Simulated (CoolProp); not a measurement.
Vapour-liquid equilibrium of acetone (1) + n-nonane (2) at 313.5 K; x and y are mole fractions of (1).

Computed with CoolProp (multi-fluid Helmholtz-energy mixture model, Lemmon 2006 and Lemmon 2006; pair parameters Bell 2016).

Q: Give the bubble pressure and the first vapour's composition at x = 0.2, 0.35, 0.95. Is there an azeotrope?

A: x = 0.2: 36.05 kPa, y = 0.964; x = 0.35: 43.83 kPa, y = 0.972; x = 0.95: 55.02 kPa, y = 0.993. No azeotrope shows between x = 0.05 and 0.95.

The pair parameters rest on a limited set of measurements; away from them the model extrapolates. With so large a gap from Raoult's law the liquid may split in two, which this calculation doesn't test in full.
